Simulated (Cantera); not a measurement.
Mixture: H2 : O2 : N2 : NO = 1 : 0.51 : 1.92 : 0.0045 (molar parts), at 1130 Torr, adiabatic and at constant pressure. Ignition delay is the time to a rise of 400 K.

Model: GRI-Mech 3.0 (53 species, 325 reactions), integrated in Cantera. The mechanism lacks 2 NO + O2 → 2 NO2 and HONO, so NO2 and the effect of NO are under-described below about 1400 K. Where the delays flatten at high temperature, the 400 K rule measures the pace of heat release, not the induction time.

Q: Predict: delay at 1273 K; delay at 1348 K; delay at 1423 K; delay at 1498 K; delay at 1573 K; delay at 1648 K.

A: 
- delay at 1273 K = 22.1 µs
- delay at 1348 K = 16.5 µs
- delay at 1423 K = 13.1 µs
- delay at 1498 K = 11.0 µs
- delay at 1573 K = 9.71 µs
- delay at 1648 K = 8.98 µs
